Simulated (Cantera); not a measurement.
A freely propagating, adiabatic, planar premixed flame of CH4 : O2 : N2 = 1 : 1.54 : 5.08 (molar parts), equivalence ratio 1.3, unburnt at 575 K and 0.290 bar; mixture-averaged transport, grid criteria slope 0.08 and curve 0.16, no radiation.

Cantera simulation using GRI-Mech 3.0 (53 species, 325 reactions); the numbers are that mechanism's predictions, not measurements. Burning velocities carry a grid error of a few per cent, more on coarse grids.

x: mole fraction of selected species; z is measured from the peak of heat release.

```json
[
 {"z (mm)": "-2.90", "T (K)": "575", "u (m/s)": "1.48", "x CH4": "0.131", "x O2": "0.202", "x CH2O": "8.83e-8", "x CO": "2.01e-6", "x H2O": "2.34e-5", "x C2H4": "1.22e-8"},
 {"z (mm)": "-1.94", "T (K)": "577", "u (m/s)": "1.49", "x CH4": "0.130", "x O2": "0.201", "x CH2O": "2.02e-6", "x CO": "3.60e-5", "x H2O": "0.000302", "x C2H4": "3.09e-7"},
 {"z (mm)": "-1.45", "T (K)": "585", "u (m/s)": "1.52", "x CH4": "0.129", "x O2": "0.199", "x CH2O": "1.22e-5", "x CO": "0.000204", "x H2O": "0.00137", "x C2H4": "2.24e-6"},
 {"z (mm)": "-0.968", "T (K)": "(withheld)", "u (m/s)": "1.72", "x CH4": "0.122", "x O2": "0.193", "x CH2O": "0.000116", "x CO": "0.00220", "x H2O": "0.00974", "x C2H4": "3.84e-5"},
 {"z (mm)": "-0.484", "T (K)": "(withheld)", "u (m/s)": "2.94", "x CH4": "0.0859", "x O2": "0.155", "x CH2O": "0.000861", "x CO": "0.0210", "x H2O": "0.0574", "x C2H4": "0.000558"},
 {"z (mm)": "-0.242", "T (K)": "(withheld)", "u (m/s)": "4.15", "x CH4": "0.0472", "x O2": "0.108", "x CH2O": "0.00134", "x CO": "0.0468", "x H2O": "0.105", "x C2H4": "0.00125"},
 {"z (mm)": "0", "T (K)": "(withheld)", "u (m/s)": "5.26", "x CH4": "0.0135", "x O2": "0.0560", "x CH2O": "0.000867", "x CO": "0.0746", "x H2O": "0.151", "x C2H4": "0.000873"},
 {"z (mm)": "0.242", "T (K)": "2076", "u (m/s)": "5.81", "x CH4": "0.00184", "x O2": "0.0239", "x CH2O": "0.000258", "x CO": "0.0852", "x H2O": "0.176", "x C2H4": "0.000118"},
 {"z (mm)": "0.484", "T (K)": "2130", "u (m/s)": "5.95", "x CH4": "0.000157", "x O2": "0.0106", "x CH2O": "3.77e-5", "x CO": "0.0822", "x H2O": "0.185", "x C2H4": "4.47e-6"},
 {"z (mm)": "0.968", "T (K)": "2150", "u (m/s)": "5.98", "x CH4": "9.65e-7", "x O2": "0.00443", "x CH2O": "3.44e-7", "x CO": "0.0742", "x H2O": "0.186", "x C2H4": "<1e-8"},
 {"z (mm)": "1.94", "T (K)": "2164", "u (m/s)": "6.01", "x CH4": "<1e-8", "x O2": "0.00333", "x CH2O": "<1e-8", "x CO": "0.0700", "x H2O": "0.185", "x C2H4": "<1e-8"},
 {"z (mm)": "3.87", "T (K)": "2182", "u (m/s)": "6.05", "x CH4": "<1e-8", "x O2": "0.00293", "x CH2O": "<1e-8", "x CO": "0.0694", "x H2O": "0.186", "x C2H4": "<1e-8"},
 {"z (mm)": "7.74", "T (K)": "2209", "u (m/s)": "6.11", "x CH4": "<1e-8", "x O2": "0.00241", "x CH2O": "<1e-8", "x CO": "0.0694", "x H2O": "0.188", "x C2H4": "<1e-8"}
]
```

Problem. Complete the blanks.

Solution. 
- -0.968, T (K): 656
- -0.484, T (K): 1092
- -0.242, T (K): 1511
- 0, T (K): 1888
